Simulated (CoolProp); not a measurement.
Aqueous magnesium chloride as a coolant, 5 % by mass, freezing at -3.0 °C, 1 atm.

Values from CoolProp's Melinder's fits for secondary coolants.

```tsv
T (°C)	viscosity (mPa s)	cp (kJ/(kg K))	density (kg/m³)	Prandtl number
0.6	2.15	3.875	1044	15.1
8.8	1.64	3.882	1043	11.2
17	1.31	3.891	1041	8.72
25.3	1.07	3.900	1038	6.98
33.5	0.889	3.908	1036	5.70
```
